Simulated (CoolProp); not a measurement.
A Linde-Hampson liquefier for dry air: isothermal reversible compression at 280 K from 1 atm to 15 MPa, throttling to 1 atm, return gas leaving the recuperator 10 K below the feed. Each further row changes one setting.

Values from CoolProp's reference Helmholtz-energy equation of state, Lemmon 2000. It is a pseudo-pure fit of the blend.

```json
[
 {"case": "as stated", "liquid yield per pass": "___", "compression work (kJ/kg of gas)": "398"},
 {"case": "high pressure 30 MPa", "liquid yield per pass": "___", "compression work (kJ/kg of gas)": "___"},
 {"case": "warm-end temperature 310 K", "liquid yield per pass": "___", "compression work (kJ/kg of gas)": "___"},
 {"case": "warm-end gap 15 K", "liquid yield per pass": "___", "compression work (kJ/kg of gas)": "398"}
]
```

Problem. Fill in the missing entries.

Solution. 
- as stated, liquid yield per pass: 0.058
- high pressure 30 MPa, liquid yield per pass: 0.099
- high pressure 30 MPa, compression work (kJ/kg of gas): 455
- warm-end temperature 310 K, liquid yield per pass: 0.037
- warm-end temperature 310 K, compression work (kJ/kg of gas): 444
- warm-end gap 15 K, liquid yield per pass: 0.046
